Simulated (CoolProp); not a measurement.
The fluid at 298.15 K and 0.253 MPa is throttled through a valve to 0.151 MPa with no heat exchange. The same conditions are run with several fluids, on thermodynamics alone (safety and materials aside).

Values from CoolProp's reference Helmholtz-energy equation of state of each fluid (water: Wagner 2002; methanol: de Reuck 1993; hexamethyldisiloxane (MM): Thol 2016; R245fa: Akasaka 2015; the fluoroketone C6F12O (FK-5-1-12): McLinden 2015).

Task: Rank water, methanol, hexamethyldisiloxane (MM), R245fa, the fluoroketone C6F12O (FK-5-1-12) by final density (kg/m³), highest first.

Result: the fluoroketone C6F12O (FK-5-1-12) (1600), R245fa (1340), water (997), methanol (786), hexamethyldisiloxane (MM) (760)
